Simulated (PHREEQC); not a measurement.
# Buffer

Make-up at 30 °C: 0.00097 mol H3PO4 and 0.0056 mol Na2B4O7 per kg of water. Closed to the air; pH follows from the charge balance.

Computed with PHREEQC (ion-association model, wateq4f.dat).

This is a speciation only: nothing precipitates in the calculation.

**Question.** Estimate the pH.

**Answer.** pH 8.99.

**Question.** In which forms is B present?

**Answer.** H3BO3 59 %, H2BO3- 41 % of the B.

H3PO4, which wateq4f.dat lacks, is added to it with the constant of phreeqc.dat.
